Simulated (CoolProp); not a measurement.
Properties of dimethyl carbonate along the isobar 28300 kPa.

Computed with CoolProp (reference Helmholtz-energy equation of state, Zhou 2011).

```
T (°C)          phase       Z  cp (kJ/(kg K))  cv (kJ/(kg K))  speed of sound (m/s)  Joule-Thomson coefficient (K/MPa)
------  -------------  ------  --------------  --------------  --------------------  ---------------------------------
125.75         liquid  0.7943           1.982           1.521                 979.5                            -0.2609
148.05         liquid  0.7740           2.029               …                 916.5                            -0.2351
170.45         liquid  0.7573           2.076           1.602                 856.5                            -0.2062
192.75         liquid  0.7441           2.123           1.641                     …                            -0.1737
215.15         liquid  0.7340           2.171           1.680                 744.8                            -0.1360
237.45         liquid  0.7271           2.222           1.719                 692.5                           -0.09157
259.85         liquid       …           2.276               …                 641.8                           -0.03757
282.15         liquid  0.7230           2.333           1.795                 593.3                            0.02825
304.55  supercritical  0.7264           2.391           1.830                 546.7                                  …
326.85  supercritical  0.7338           2.447           1.863                 503.3                             0.2044
```

### Question
What belongs in the gaps?

### Answer

- 148.05, cv (kJ/(kg K)): 1.562
- 192.75, speed of sound (m/s): 799.5
- 259.85, Z: 0.7234
- 259.85, cv (kJ/(kg K)): 1.758
- 304.55, Joule-Thomson coefficient (K/MPa): 0.1089
